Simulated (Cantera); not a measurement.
# Transport properties of process gases

Gas mixture: CH4 = 0.31 (molar parts), at 7500 Torr, frozen composition.

Cantera's kinetic-theory transport with the Lennard-Jones parameters of GRI-Mech 3.0, ideal gas; thermal conductivity in the mixture-averaged form. The composition is frozen, though it would react at the higher temperatures.

| T (K) | ρ (kg/m³) | cp (J/kg/K) | μ (µPa s) | λ (mW/m/K) | Pr | D (cm²/s) H2O | D (cm²/s) OH | D (cm²/s) O |
|---|---|---|---|---|---|---|---|---|
| 400 | 4.82 | 2526 | 14.4 | 50.7 | 0.720 | 0.0404 | 0.0554 | 0.0562 |
| 550 | 3.51 | 3093 | 18.3 | 78.5 | 0.722 | 0.0742 | 0.0958 | 0.0972 |
| 700 | 2.76 | 3656 | 21.7 | 109 | 0.726 | 0.116 | 0.144 | 0.146 |
| 850 | 2.27 | 4143 | 24.8 | 141 | 0.726 | 0.165 | 0.200 | 0.203 |
| 1000 | 1.93 | 4589 | 27.7 | 174 | 0.731 | 0.220 | 0.262 | 0.266 |
| 1150 | 1.68 | 4962 | 30.3 | 206 | 0.732 | 0.281 | 0.331 | 0.336 |
| 1300 | 1.48 | 5281 | 32.9 | 237 | 0.732 | 0.348 | 0.406 | 0.412 |
| 1450 | 1.33 | 5554 | 35.3 | 268 | 0.732 | 0.420 | 0.486 | 0.494 |
D: mixture-averaged diffusion coefficient of that species in the mixture.
